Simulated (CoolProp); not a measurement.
Vapour-liquid equilibrium of carbon dioxide (1) + neopentane (2) at -4.25 °C; x and y are mole fractions of (1).

The numbers come from the multi-fluid Helmholtz-energy mixture model, Span 1996 and Lemmon 2006; pair parameters Bell 2016 in CoolProp.

| x | bubble pressure (kPa) | y at the bubble point | dew pressure at overall composition x (kPa) | liquid density (mol/L) |
|---|---|---|---|---|
| 0.05 | 259.7 | 0.767 | 63.11 | 8.839 |
| 0.15 | 672.6 | 0.909 | 70.64 | 9.507 |
| 0.25 | 1061 | 0.942 | 80.17 | 10.25 |
| 0.35 | 1393 | 0.956 | 92.60 | 11.09 |
| 0.45 | 1664 | 0.963 | 109.5 | 12.05 |
| 0.55 | 1889 | 0.969 | 134.0 | 13.14 |
| 0.65 | 2096 | 0.974 | 172.4 | 14.41 |
| 0.75 | 2315 | 0.979 | 241.8 | 15.93 |
| 0.85 | 2578 | 0.985 | 405.0 | 17.80 |
| 0.95 | 2911 | 0.994 | 1238 | 20.17 |

No azeotrope shows between x = 0.05 and 0.95.

The pair parameters rest on a limited set of measurements; away from them the model extrapolates. The gap from Raoult's law changes sign with composition, which may be real or a fault of the pair parameters; it wasn't checked against measurements.
